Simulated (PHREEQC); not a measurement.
# Buffer: an equilibrium model

Solution (25 °C): 0.012 mol NaH2PO4, 0.00075 mol Na2B4O7 and 0.00027 mol NaCl per kg of water. Closed to the air; pH follows from the charge balance.

The numbers come from PHREEQC with the ion-association model, wateq4f.dat.

Precipitation was switched off in this run.

### Question
Predict the pH.

### Answer
pH 6.20.

### Question
In which forms is P present?

### Answer
H2PO4- 88 %, HPO4-2 12 % of the P.

H3PO4, which wateq4f.dat lacks, is added to it with the constant of phreeqc.dat.
